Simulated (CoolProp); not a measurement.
Hexamethyldisiloxane (MM) at several states: Z from the reference equation and from simpler models built on Tc = 518.7 K, pc = 1931 kPa, ω = 0.418; each cubic takes its own stable root.

Values from CoolProp's reference Helmholtz-energy equation of state, Thol 2016.

```tsv
T (K)	p (kPa)	phase	reference
313.2	99.3	liquid	0.008326
487	28.2	gas	0.9935
276.3	103	liquid	0.009304
619.4	2330	supercritical	0.7738
423.5	8670	liquid	0.6193
296.9	542	liquid	0.04681
```

Problem. How far does each simpler model (van der Waals, Redlich-Kwong, Soave-Redlich-Kwong, Peng-Robinson) lie from the reference over these 6 states: mean and median of the absolute difference, and the worst?

Solution. 
- van der Waals: mean 1913.7 %, median 56.9 %, worst +11293.2 % at 313.2 K and 99.3 kPa
- Redlich-Kwong: mean 8.7 %, median 10.5 %, worst +13.0 % at 313.2 K and 99.3 kPa
- Soave-Redlich-Kwong: mean 5.0 %, median 5.9 %, worst +8.1 % at 276.3 K and 103 kPa
- Peng-Robinson: mean 3.6 %, median 4.2 %, worst -7.0 % at 423.5 K and 8670 kPa

At some of these states van der Waals gives the other phase, because its saturation line lies elsewhere.
